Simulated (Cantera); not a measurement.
What does this Cantera script print?

```python
import numpy as np
import cantera as ct

surf = ct.Interface("diamond.yaml", "diamond_100")
gas, bulk = surf.adjacent["gas"], surf.adjacent["diamond"]
k = surf.kinetics_species_index(bulk.species_names[0])
cover = ["c6HH", "c6H*", "c6*H", "c6**", "c6HM", "c6B"]

rows, drift = [], 0.0
print(f"{'xH':>10s}{'um/h':>11s}" + "".join(f"{s:>11s}" for s in cover))
for v in [0.0001, 0.00025, 0.00064, 0.0016, 0.004, 0.01, 0.026, 0.065, 0.16]:
    T, P, xH, xCH3 = 1050, 3600, v, 1e-05
    gas.TPX = T, P, {"H": xH, "CH3": xCH3, "CH4": 0.011, "H2": 1 - xH - xCH3 - 0.011}
    surf.TP = bulk.TP = T, P
    surf.coverages = "c6H*:0.1, c6HH:0.9"
    surf.advance_coverages(100.0)
    before = surf.coverages
    surf.advance_coverages(100.0)
    drift = max(drift, np.max(np.abs(surf.coverages - before) / (surf.coverages + 1e-9)))
    rate = surf.net_production_rates[k] * bulk.mean_molecular_weight / bulk.density * 3.6e9
    rows.append([rate, *surf[cover].coverages])
    print(f"{v:10.4g}{rate:11.4e}" + "".join(f"{x:11.3e}" for x in rows[-1][1:]))
```

It prints:

```
        xH       um/h       c6HH       c6H*       c6*H       c6**       c6HM        c6B
    0.0001 1.9851e-02  6.089e-01  2.013e-02  3.605e-01  5.519e-03  3.295e-03  5.387e-11
   0.00025 4.8050e-02  5.758e-01  2.171e-02  3.886e-01  8.833e-03  3.373e-03  1.304e-10
   0.00064 9.6582e-02  5.608e-01  2.242e-02  4.014e-01  1.136e-02  2.751e-03  2.621e-10
    0.0016 1.5138e-01  5.552e-01  2.273e-02  4.068e-01  1.271e-02  1.758e-03  4.108e-10
     0.004 1.9404e-01  5.532e-01  2.289e-02  4.093e-01  1.335e-02  9.091e-04  5.265e-10
      0.01 2.1836e-01  5.525e-01  2.300e-02  4.103e-01  1.363e-02  4.106e-04  5.925e-10
     0.026 2.3026e-01  5.522e-01  2.315e-02  4.106e-01  1.376e-02  1.668e-04  6.248e-10
     0.065 2.3542e-01  5.521e-01  2.346e-02  4.105e-01  1.386e-02  6.822e-05  6.388e-10
      0.16 2.3844e-01  5.520e-01  2.419e-02  4.098e-01  1.400e-02  2.806e-05  6.470e-10
```

Cantera simulation using the Harris–Goodwin 1993 mechanism for the reconstructed diamond (100) surface; the numbers are that mechanism's predictions, not measurements.
